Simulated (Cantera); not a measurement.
# Adiabatic ignition

An adiabatic, constant-pressure homogeneous reactor starts with CH₄ : O₂ : N₂ = 1 : 1.54 : 5.78 (molar parts), equivalence ratio 1.3, at 1650 K and 5.00 bar.

Model: GRI-Mech 3.0 (53 species, 325 reactions), integrated in Cantera.

| t (s) | T (K) | x CH₄ | x O₂ | x CH₃ | x C₂H₄ | x NO₂ | x HCN |
|---|---|---|---|---|---|---|---|
| 5.00e-6 | 1650 | 0.120 | 0.185 | 5.26e-5 | 7.33e-8 | <1e-12 | <1e-12 |
| 1.06e-5 | 1650 | 0.120 | 0.185 | 0.000138 | 1.10e-6 | <1e-12 | <1e-12 |
| 2.25e-5 | 1651 | 0.119 | 0.185 | 0.000337 | 1.64e-5 | <1e-12 | <1e-12 |
| 4.78e-5 | 1661 | 0.116 | 0.183 | 0.000670 | 0.000196 | <1e-12 | 2.78e-12 |
| 0.000101 | 2803 | <1e-12 | 0.00710 | 1.30e-12 | <1e-12 | 4.73e-8 | 2.00e-9 |
| 0.000215 | 2936 | <1e-12 | 0.00382 | 2.72e-12 | <1e-12 | 4.57e-7 | 1.94e-8 |
| 0.000457 | 2929 | <1e-12 | 0.00352 | 2.83e-12 | <1e-12 | 7.95e-7 | 3.10e-8 |
| 0.000971 | 2927 | <1e-12 | 0.00344 | 2.86e-12 | <1e-12 | 8.78e-7 | 3.41e-8 |
| 0.00206 | 2927 | <1e-12 | 0.00344 | 2.86e-12 | <1e-12 | 8.80e-7 | 3.42e-8 |
| 0.00437 | 2927 | <1e-12 | 0.00344 | 2.86e-12 | <1e-12 | 8.80e-7 | 3.42e-8 |
| 0.00928 | 2927 | <1e-12 | 0.00344 | 2.86e-12 | <1e-12 | 8.80e-7 | 3.42e-8 |
| 0.0197 | 2927 | <1e-12 | 0.00344 | 2.86e-12 | <1e-12 | 8.80e-7 | 3.42e-8 |
| 0.0418 | 2927 | <1e-12 | 0.00344 | 2.86e-12 | <1e-12 | 8.80e-7 | 3.42e-8 |
| 0.0888 | 2927 | <1e-12 | 0.00344 | 2.86e-12 | <1e-12 | 8.80e-7 | 3.42e-8 |
| 0.188 | 2927 | <1e-12 | 0.00344 | 2.86e-12 | <1e-12 | 8.80e-7 | 3.42e-8 |
| 0.400 | 2927 | <1e-12 | 0.00344 | 2.86e-12 | <1e-12 | 8.80e-7 | 3.42e-8 |
x: mole fraction; the columns are a selection and need not sum to one.

| Property | Value |
|---|---|
| time of steepest temperature rise | 95.1 µs |
| temperature at 0.400 s | 2927 K |
| equilibrium temperature | 2927 K |
| x(CH₄) at 0.400 s | <1e-12 (gas-phase equilibrium <1e-12) |
| x(O₂) at 0.400 s | 0.00344 (gas-phase equilibrium 0.00344) |
| x(CH₃) at 0.400 s | 2.86e-12 (gas-phase equilibrium 3.45e-12) |
